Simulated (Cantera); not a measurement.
What does this Cantera script print?

```python
import numpy as np
import cantera as ct

gas = ct.Solution("h2o2.yaml")
gas.TPX = 425, 800000, {'H2': 1, 'O2': 0.455, 'N2': 1.23}
flame = ct.FreeFlame(gas, width=0.0093)
flame.set_refine_criteria(ratio=3, slope=0.08, curve=0.16)
flame.transport_model = "mixture-averaged"
flame.solve(loglevel=0, auto=True)
z, T = flame.grid, flame.T
thick = (T[-1] - T[0]) / np.gradient(T, z).max()
show = ['H2', 'O2', 'H', 'H2O2', 'OH', 'H2O']
print(f"laminar burning velocity  {flame.velocity[0] * 100:.3f} cm/s")
print(f"burnt temperature         {T[-1]:.1f} K")
print(f"thermal thickness         {thick * 1e3:.4f} mm")
print(f"grid points               {len(z)}")
z0 = z[flame.heat_release_rate.argmax()]
print(f"{'z/mm':>9s}{'T/K':>9s}{'u/(m/s)':>9s}" + "".join(f"{s:>11s}" for s in show))
rows = []
for k in (-3, -2, -1.5, -1, -0.5, -0.25, 0, 0.25, 0.5, 1, 2, 4, 8):
    zz = z0 + k * thick
    rows.append([k * thick, np.interp(zz, z, T), np.interp(zz, z, flame.velocity),
                 *(np.interp(zz, z, flame.X[gas.species_index(s)]) for s in show)])
    print(f"{rows[-1][0] * 1e3:9.3f}{rows[-1][1]:9.1f}{rows[-1][2]:9.3f}" + "".join(f"{x:11.3e}" for x in rows[-1][3:]))
```

It prints:

```
laminar burning velocity  565.973 cm/s
burnt temperature         2769.8 K
thermal thickness         0.0264 mm
grid points               106
     z/mm      T/K  u/(m/s)         H2         O2          H       H2O2         OH        H2O
   -0.079    425.0    5.660  3.724e-01  1.695e-01  1.060e-14  8.267e-12  2.243e-13  2.102e-09
   -0.053    425.0    5.660  3.724e-01  1.695e-01  1.351e-13  1.349e-10  2.902e-12  2.976e-08
   -0.040    425.1    5.659  3.722e-01  1.695e-01  1.967e-12  2.242e-09  5.149e-11  3.988e-07
   -0.026    426.0    5.662  3.711e-01  1.698e-01  7.792e-11  5.311e-08  2.579e-09  7.805e-06
   -0.013    476.1    6.179  3.533e-01  1.737e-01  3.112e-06  2.047e-05  1.857e-05  1.774e-03
   -0.007    830.3   10.254  2.998e-01  1.682e-01  1.986e-03  1.690e-04  1.405e-03  3.338e-02
    0.000   1391.5   16.564  2.107e-01  1.297e-01  1.661e-02  6.254e-05  4.248e-03  1.262e-01
    0.007   1787.0   20.990  1.303e-01  7.433e-02  3.329e-02  6.885e-06  1.081e-02  2.276e-01
    0.013   2007.7   23.436  8.963e-02  4.089e-02  3.822e-02  4.307e-06  1.727e-02  2.841e-01
    0.026   2226.1   25.750  6.899e-02  2.074e-02  3.250e-02  2.685e-06  2.263e-02  3.200e-01
    0.053   2418.4   27.651  6.229e-02  1.384e-02  2.207e-02  1.876e-06  2.272e-02  3.401e-01
    0.105   2575.1   29.124  5.612e-02  9.476e-03  1.391e-02  1.418e-06  1.999e-02  3.579e-01
    0.211   2684.5   30.113  5.023e-02  6.242e-03  8.908e-03  1.093e-06  1.664e-02  3.723e-01
```

Computed with Cantera and the H2/O2 subset of GRI-Mech 3.0, which has no nitrogen chemistry. The hydrogen kinetics of GRI-Mech 3.0 are dated; newer H2 mechanisms differ, most at raised pressure. Burning velocities carry a grid error of a few per cent, more on coarse grids.
